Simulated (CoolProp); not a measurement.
Vapour-liquid equilibrium of CH2F2 (R32) (1) + R143a (2) at -39.75 °C; x and y are mole fractions of (1).

Model: multi-fluid Helmholtz-energy mixture model, Tillner-Roth 1997 and Lemmon and Jacobsen 2000; pair parameters Bell 2016, in CoolProp.

Task: Give the bubble pressure and the first vapour's composition at x = 0.35, 0.425, 0.8. Is there an azeotrope?

Result: x = 0.35: 0.1718 MPa, y = 0.432; x = 0.425: 0.1756 MPa, y = 0.497; x = 0.8: 0.1839 MPa, y = 0.797. y crosses x between x = 0.725 and 0.8: the model has an azeotrope there.

Pair parameters are fitted to limited data, so mixtures are less certain than the pure fluids.
